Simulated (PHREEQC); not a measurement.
PHREEQC input (ion-association model, phreeqc.dat):

```
SOLUTION 0
  temp 25
  units mmol/kgw
  pH 7 charge
  Cl 2.21
  Zn 1.1
  O(0) 1 O2(g) -0.68
SOLUTION 1-40
  temp 25
  units mmol/kgw
  pH 7 charge
  Cl 94.01
  Cd 42
  K 10
  O(0) 1 O2(g) -0.68
END
EXCHANGE 1-40
  X 0.006
  -equilibrate 1
END
SELECTED_OUTPUT 1
  -reset false
  -pH true
  -pe true
  -ionic_strength true
  -water true
  -step true
  -totals Cd Cl K Zn
  -molalities CdX2 ZnX2 KX
  -saturation_indices Sylvite Zn(OH)2(e) Cd(OH)2
PRINT
  -reset false
TRANSPORT
  -cells 40
  -shifts 320
  -lengths 0.005
  -time_step 720
  -dispersivities 0.016
  -boundary_conditions flux flux
  -correct_disp true
  -punch_cells 40
  -punch_frequency 10
END
```

Selected output (columns that matter, 25 of 33 rows; pore volumes added in front):

```
pore volumes	pH	mu	Cd	Cl	K	Zn	m_CdX2	m_ZnX2	m_KX	si_Sylvite	si_Zn(OH)2(e)	si_Cd(OH)2
0	5.035	0.070748	0.042	0.09401	0.01	0	0.0024907	0	0.0010186	-4.3328	-1000	-5.9075
0.2625	5.035	0.070738	0.041992	0.093994	0.0099991	1.6944e-08	0.0024907	3.4416e-09	0.0010186	-4.3329	-9.6094	-5.9075
0.7625	5.0404	0.053823	0.029215	0.066242	0.0075893	0.00010613	0.0025425	2.7074e-05	0.00086088	-4.5585	-5.7607	-5.9466
1.0125	5.0438	0.036074	0.017346	0.040048	0.0049379	0.00020388	0.0025984	7.277e-05	0.00065765	-4.9034	-5.4162	-6.0216
1.2625	5.0429	0.021934	0.0091946	0.021746	0.0028704	0.00023846	0.0026345	0.00013042	0.0004701	-5.3395	-5.2916	-6.143
1.7625	5.033	0.0078021	0.0026046	0.0064721	0.00086879	0.00019207	0.0026228	0.00026503	0.00022427	-6.2842	-5.3127	-6.4707
2.0125	5.0285	0.0052134	0.0016308	0.0041025	0.00048345	0.00017366	0.0025799	0.00034532	0.00014957	-6.709	-5.3383	-6.6174
2.2625	5.0257	0.0039952	0.0011993	0.0030357	0.00027464	0.00017621	0.0025097	0.00044257	9.5413e-05	-7.0699	-5.3221	-6.7205
2.7625	5.0232	0.0032356	0.0008876	0.0023626	8.9949e-05	0.00024372	0.0022614	0.00072161	3.391e-05	-7.6514	-5.1749	-6.8305
3.0125	5.0228	0.0031536	0.00080361	0.002275	5.09e-05	0.00030346	0.002081	0.00090939	1.9304e-05	-7.9124	-5.0794	-6.8715
3.2625	5.0224	0.0031323	0.00072429	0.0022376	2.8514e-05	0.00037527	0.0018731	0.0011215	1.0798e-05	-8.1691	-4.9874	-6.9163
3.7625	5.0219	0.0031518	0.00056286	0.002215	8.7344e-06	0.00053525	0.0014287	0.0015697	3.2768e-06	-8.6832	-4.8346	-7.0271
4.0125	5.0216	0.0031702	0.00048438	0.0022121	4.7929e-06	0.00061427	0.0012163	0.0017828	1.7888e-06	-8.9424	-4.7756	-7.0933
4.2625	5.0214	0.0031889	0.00041096	0.0022109	2.62e-06	0.00068817	0.0010215	0.001978	9.731e-07	-9.2032	-4.727	-7.1656
4.7625	5.021	0.0032221	0.0002857	0.0022102	7.7681e-07	0.00081399	0.00069808	0.0023018	2.8618e-07	-9.7282	-4.6553	-7.3252
5.0125	5.0209	0.0032357	0.00023495	0.0022101	4.219e-07	0.00086487	0.00057016	0.0024298	1.5493e-07	-9.992	-4.6295	-7.4108
5.2625	5.0208	0.0032474	0.00019185	0.00221	2.289e-07	0.00090805	0.00046286	0.0025371	8.3823e-08	-10.257	-4.6088	-7.4994
5.7625	5.0206	0.0032653	0.00012581	0.00221	6.7232e-08	0.00097416	0.00030086	0.0026991	2.4518e-08	-10.787	-4.5789	-7.6835
6.0125	5.0205	0.003272	0.00010123	0.00221	3.6413e-08	0.00099875	0.00024129	0.0027587	1.3259e-08	-11.053	-4.5683	-7.7782
6.2625	5.0204	0.0032775	8.1186e-05	0.00221	1.9716e-08	0.0010188	0.000193	0.002807	7.1699e-09	-11.319	-4.5599	-7.8743
6.7625	5.0203	0.0032855	5.1819e-05	0.00221	5.7777e-09	0.0010482	0.00012271	0.0028773	2.0972e-09	-11.851	-4.5478	-8.0697
7.0125	5.0203	0.0032884	4.1276e-05	0.00221	3.1273e-09	0.0010587	9.7604e-05	0.0029024	1.1344e-09	-12.117	-4.5436	-8.1686
7.2625	5.0203	0.0032907	3.2827e-05	0.00221	1.6926e-09	0.0010672	7.7537e-05	0.0029225	6.1366e-10	-12.384	-4.5402	-8.2682
7.7625	5.0203	0.003294	2.0686e-05	0.00221	4.958e-10	0.0010793	4.8781e-05	0.0029512	1.7962e-10	-12.917	-4.5354	-8.4689
8.0125	5.0202	0.0032952	1.6396e-05	0.00221	2.6833e-10	0.0010836	3.8644e-05	0.0029614	9.7186e-11	-13.183	-4.5338	-8.5699
```
